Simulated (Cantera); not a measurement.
# Catalytic combustion on Pt

An isothermal plug-flow reactor at 473 K and 1050 Torr (inlet), inlet velocity 0.13 m/s, active area per volume 150 1/m; feed H2 : O2 : N2 = 0.0047 : 0.048 : 0.79 (molar parts).

Model: Deutschmann's 1995 Pt surface mechanism with GRI-Mech 3.0 gas chemistry, integrated in Cantera. Catalytic surfaces can have several steady states; this one follows from the mechanism file's or the stated starting coverage. Mass transfer to the wall is taken as infinitely fast.

```csv
z (m),x H2,x O2,x H2O,θ free Pt,θ O*,θ OH*
0.00014,0.00350,0.0560,0.00208,0.0885,0.876,0.0351
0.00026,0.00265,0.0556,0.00294,0.0674,0.899,0.0335
0.00051,0.00175,0.0552,0.00384,0.0449,0.925,0.0297
0.00099,0.00106,0.0548,0.00453,0.0273,0.948,0.0246
0.0019,0.000603,0.0546,0.00499,0.0156,0.965,0.0193
0.0037,0.000325,0.0545,0.00527,0.00844,0.977,0.0146
0.0071,0.000174,0.0544,0.00542,0.00452,0.985,0.0108
0.014,8.93e-5,0.0544,0.00550,0.00232,0.990,0.00780
```
x: gas mole fraction; θ: surface coverage.
